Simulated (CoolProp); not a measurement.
Computed with CoolProp (reference Helmholtz-energy equation of state, Lemmon 2006). It is a short technical equation, of lower accuracy than the large ones.

Q: Give the vapour pressure (bar), enthalpy of vaporisation (kJ/kg), liquid cp (kJ/(kg K)), vapour Z of saturated R141b at 390.1, 418.2 K.

A: 
```
T (K)  p (bar)  enthalpy of vaporisation (kJ/kg)  liquid cp (kJ/(kg K))  vapour Z
-----  -------  --------------------------------  ---------------------  --------
390.1     9.72                               173                   1.35     0.821
418.2     16.5                               149                   1.48     0.739
```
